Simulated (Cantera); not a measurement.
A freely propagating, adiabatic, planar premixed flame of CH4 : O2 : N2 = 1 : 2 : 8.2 (molar parts), unburnt at 425 K and 4730 Torr; mixture-averaged transport, grid criteria slope 0.08 and curve 0.16, no radiation.

Computed with Cantera and GRI-Mech 3.0 (53 species, 325 reactions). Burning velocities carry a grid error of a few per cent, more on coarse grids.

Task: What does this change do: CH4 1 to 1.3 parts?

Result: 
```json
[
 {"quantity": "laminar burning velocity", "before": "26.1 cm/s", "after": "13.5 cm/s"},
 {"quantity": "thermal thickness", "before": "0.132 mm", "after": "0.243 mm"},
 {"quantity": "peak x(HCN)", "before": "4.02e-6", "after": "2.09e-5"},
 {"quantity": "peak x(C2H6)", "before": "0.000684", "after": "0.000944"},
 {"quantity": "peak x(CH3)", "before": "0.00123", "after": "0.00121"},
 {"quantity": "peak x(C2H)", "before": "2.31e-7", "after": "4.78e-7"}
]
```
